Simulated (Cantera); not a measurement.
An adiabatic, constant-pressure homogeneous reactor starts with CH4 : O2 : N2 = 1 : 4.65 : 17.5 (molar parts), at 1325 K and 2.50 bar. Integrator tolerance rtol = 1e-08.

Computed with Cantera and GRI-Mech 3.0 (53 species, 325 reactions).

Question: What does this change do: initial temperature 1325 to 1700 K?

Answer: 
| quantity | before | after |
|---|---|---|
| time of steepest temperature rise | 2.70 ms | 89.4 µs |
| temperature at 3.00 s | 2198 K | 2482 K |
| equilibrium temperature | 2198 K | 2482 K |
| x(CH4) at 3.00 s | <1e-12 (gas-phase equilibrium <1e-12) | <1e-12 (gas-phase equilibrium <1e-12) |
| x(O2) at 3.00 s | 0.109 (gas-phase equilibrium 0.109) | 0.105 (gas-phase equilibrium 0.105) |
| x(NO2) at 3.00 s | 1.29e-5 (gas-phase equilibrium 1.29e-5) | 1.55e-5 (gas-phase equilibrium 1.55e-5) |
| x(C2H) at 3.00 s | <1e-12 (gas-phase equilibrium <1e-12) | <1e-12 (gas-phase equilibrium <1e-12) |
| x(HCN) at 3.00 s | <1e-12 (gas-phase equilibrium <1e-12) | 3.79e-12 (gas-phase equilibrium 3.79e-12) |

Question: What does this change do: constant volume in place of constant pressure?

Answer: 
| quantity | before | after |
|---|---|---|
| time of steepest temperature rise | 2.70 ms | 2.60 ms |
| temperature at 3.00 s | 2198 K | 2394 K |
| equilibrium temperature | 2198 K | 2394 K |
| x(CH4) at 3.00 s | <1e-12 (gas-phase equilibrium <1e-12) | <1e-12 (gas-phase equilibrium <1e-12) |
| x(O2) at 3.00 s | 0.109 (gas-phase equilibrium 0.109) | 0.106 (gas-phase equilibrium 0.106) |
| x(NO2) at 3.00 s | 1.29e-5 (gas-phase equilibrium 1.29e-5) | 1.99e-5 (gas-phase equilibrium 1.99e-5) |
| x(C2H) at 3.00 s | <1e-12 (gas-phase equilibrium <1e-12) | <1e-12 (gas-phase equilibrium <1e-12) |
| x(HCN) at 3.00 s | <1e-12 (gas-phase equilibrium <1e-12) | 1.05e-12 (gas-phase equilibrium 1.05e-12) |
